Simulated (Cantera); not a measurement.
Transport properties of process gases

Gas mixture: C2H2 : C3H8 : H2O = 0.14 : 0.78 : 0.87 (molar parts), at 1.00 atm, frozen composition.

Cantera's kinetic-theory transport with the Lennard-Jones parameters of GRI-Mech 3.0, ideal gas; thermal conductivity in the mixture-averaged form. Polar gases are described roughly by these parameters. The composition is frozen, though it would react at the higher temperatures.

```tsv
T (K)	ρ (kg/m³)	cp (J/kg/K)	μ (µPa s)	λ (mW/m/K)	Pr	D (cm²/s) N2	D (cm²/s) C2H2	D (cm²/s) CH4
400	0.914	2052	12.3	34.0	0.741	0.266	0.209	0.284
600	0.609	2608	17.9	59.9	0.780	0.551	0.446	0.598
800	0.457	3042	23.0	87.7	0.799	0.910	0.749	0.995
1000	0.366	3382	27.7	116	0.805	1.33	1.11	1.47
1200	0.305	3630	32.1	145	0.801	1.82	1.52	2.00
1400	0.261	3840	36.1	174	0.799	2.36	1.98	2.60
1600	0.229	4015	40.0	201	0.796	2.95	2.48	3.26
```
D: mixture-averaged diffusion coefficient of that species in the mixture.
